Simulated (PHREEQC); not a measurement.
# Silver or lead bath

Solution (5 °C and 50 atm): 0.0042 mol/kgw Pb(NO3)2, 0.013 mol/kgw KNO3 and 0.031 mol/kgw Zn(NO3)2. Closed to the air; pH follows from the charge balance.

All values are PHREEQC results (ion-association model, phreeqc.dat), not measurements.

This is a speciation only: nothing precipitates in the calculation.

What pH, density, specific conductance does the model give?

pH 5.27; density 1.009 g/cm³; specific conductance 4850 µS/cm.

In which forms is Pb present?

Pb+2 69 %, PbNO3+ 31 % of the Pb.

Complexes and solids missing from the database can't appear. Under pressure, the constants of complexes without a molar volume in the database are unreliable. Constants without temperature data keep their 25 °C values here.
